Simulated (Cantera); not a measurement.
MgSO₄ + CO₂ + O₂ (calcination and drying)

Charge: 1 mol MgSO₄, 6.6 mol CO₂, 7.8 mol O₂, equilibrated at 525 °C and 3.00 bar.

Equilibrium computed with Cantera from the NASA thermochemical tables; the gas is ideal and each condensed phase is pure. Candidate condensed phases: C, Mg, MgCO₃, MgO, MgS, MgSO₄, S; 26 gas species. Rates play no part.

The x(O₂) is 0.542, the x(CO₂) is 0.458 and the n(MgSO₄(s)) is 1.00 mol. The gas amount comes out as 14.40 mol and the log10 activity of MgCO₃(s) (absent) comes out as -1.20. The log10 activity of C(graphite) (absent) is -25.96. The log10 activity of S(l) (absent) is -30.38.
